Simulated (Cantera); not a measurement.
Charge: 1 mol Cu2O, 460 mol H2, 1.2 mol N2, at 2025 K and 0.330 bar.

These are equilibrium values from Cantera (NASA tables, ideal gas, pure condensed phases), not measurements of a reactor. Candidate condensed phases: Cu, CuO, Cu(OH)2, Cu2O, H2O; 27 gas species. Equilibrium is a limit: real reactors are often held back by kinetics, nucleation or transport.

Base state: H2 0.988, Cu 0.00430, H 0.00333, N2 0.00259, H2O 0.00215 (mole fractions); condensed: gas only.

**Question.** What changes in the equilibrium state with this change: Cu2O replaced by PbO?

**Answer.** 
```
species   before    after
-------  -------  -------
H2         0.988    0.990
H        0.00333  0.00333
N2       0.00259  0.00259
Cu       0.00430        0
Pb             0  0.00216
H2O      0.00215  0.00216
```
Further candidate phases: Pb, PbO, PbO2, Pb3O4.
